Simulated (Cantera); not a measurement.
# Thermodynamics of aluminium nitride and oxide growth, feed Al(CH3)3 + NH3 + N2 + H2O

A closed system holds: 1 mol Al(CH3)3, 65 mol NH3, 14 mol N2, a varied amount of H2O, equilibrated at 452 °C and 0.750 Torr.

These are equilibrium values from Cantera (NASA tables, ideal gas, pure condensed phases), not measurements of a reactor. Candidate condensed phases: Al, AlN, Al2O3, C, C6H6, C7H8, C8H18, H2O; 148 gas species. The feed counts by its element totals alone. Equilibrium is a limit: real reactors are often held back by kinetics, nucleation or transport.

From 0.59 mol H2O to 1.2 mol H2O the condensed part is AlN(s) + Al2O3(s) + C(graphite). From 1.7 mol H2O to 3.5 mol H2O the condensed part is Al2O3(s) + C(graphite). From 5 mol H2O to 42 mol H2O the condensed part is Al2O3(s).

| n(H2O) (mol) | x H2 | x N2 | x H2O | x CO | x CO2 | x CH4 | x NH3 | n AlN(s) | n Al2O3(s) | n C(graphite) |
|---|---|---|---|---|---|---|---|---|---|---|
| 0.59 | 0.686 | 0.311 | 2.81e-10 | 2.13e-9 | <1e-12 | 0.00242 | 2.17e-6 | 0.607 | 0.197 | 2.64 |
| 0.85 | 0.686 | 0.311 | 2.81e-10 | 2.13e-9 | <1e-12 | 0.00242 | 2.17e-6 | 0.433 | 0.283 | 2.64 |
| 1.2 | 0.687 | 0.311 | 2.81e-10 | 2.13e-9 | <1e-12 | 0.00242 | 2.17e-6 | 0.200 | 0.400 | 2.64 |
| 1.7 | 0.686 | 0.310 | 0.000155 | 0.00117 | 2.00e-6 | 0.00242 | 2.17e-6 | 0 | 0.500 | 2.46 |
| 2.5 | 0.684 | 0.307 | 0.000756 | 0.00575 | 4.78e-5 | 0.00240 | 2.15e-6 | 0 | 0.500 | 1.76 |
| 3.5 | 0.682 | 0.303 | 0.00147 | 0.0112 | 0.000182 | 0.00238 | 2.12e-6 | 0 | 0.500 | 0.887 |
| 5 | 0.679 | 0.298 | 0.00385 | 0.0171 | 0.000730 | 0.00137 | 2.09e-6 | 0 | 0.500 | 0 |
| 7.1 | 0.673 | 0.293 | 0.0142 | 0.0160 | 0.00255 | 0.000340 | 2.05e-6 | 0 | 0.500 | 0 |
| 10 | 0.664 | 0.288 | 0.0296 | 0.0138 | 0.00463 | 0.000135 | 1.99e-6 | 0 | 0.500 | 0 |
| 15 | 0.647 | 0.279 | 0.0560 | 0.0109 | 0.00709 | 5.18e-5 | 1.88e-6 | 0 | 0.500 | 0 |
| 21 | 0.626 | 0.270 | 0.0868 | 0.00850 | 0.00887 | 2.37e-5 | 1.76e-6 | 0 | 0.500 | 0 |
| 30 | 0.597 | 0.256 | 0.130 | 0.00625 | 0.0103 | 1.01e-5 | 1.60e-6 | 0 | 0.500 | 0 |
| 42 | 0.561 | 0.240 | 0.183 | 0.00449 | 0.0110 | 4.29e-6 | 1.41e-6 | 0 | 0.500 | 0 |
x: gas mole fraction; n: condensed amount in mol.
